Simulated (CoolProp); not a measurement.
Model: reference Helmholtz-energy equation of state, McLinden 2015, in CoolProp.

Problem. For the fluoroketone C6F12O (FK-5-1-12), give the phase and the density (kg/m³), Joule-Thomson coefficient (K/MPa), fugacity coefficient at 270.3 K and 0.757 MPa; 327.4 K and 0.757 MPa; 338.8 K and 0.757 MPa.

Solution. 
- 270.3 K and 0.757 MPa: liquid; density 1690, Joule-Thomson coefficient -0.300, fugacity coefficient 0.0149
- 327.4 K and 0.757 MPa: liquid; density 1510, Joule-Thomson coefficient -0.170, fugacity coefficient 0.156
- 338.8 K and 0.757 MPa: liquid; density 1480, Joule-Thomson coefficient -0.122, fugacity coefficient 0.220
